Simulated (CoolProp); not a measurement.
Methane at 298.15 K and 0.146 MPa flows at 0.17 m/s in a round tube of 20 mm bore and 45 µm roughness, fully developed (64/Re and Nu = 3.66 if laminar; Colebrook and Gnielinski if turbulent). Each further row changes one setting.

Computed with CoolProp (reference Helmholtz-energy equation of state, Setzmann 1991).

```tsv
case	Reynolds number	Darcy friction factor	pressure drop (Pa/m)	heat-transfer coefficient (W/(m² K))	mass flow (kg/h)
as stated	288	[?]	0.152	6.25	0.182
velocity 0.34 m/s	575	0.111	0.305	6.25	0.364
diameter 40 mm	575	0.111	[?]	[?]	0.728
```

Task: Complete the blanks.

Result: 
- as stated, Darcy friction factor: 0.223
- diameter 40 mm, pressure drop (Pa/m): 0.0381
- diameter 40 mm, heat-transfer coefficient (W/(m² K)): 3.13

Viscosity comes from a separate model (Quiñones-Cisneros 2006). Thermal conductivity comes from a separate model (Friend 1989).
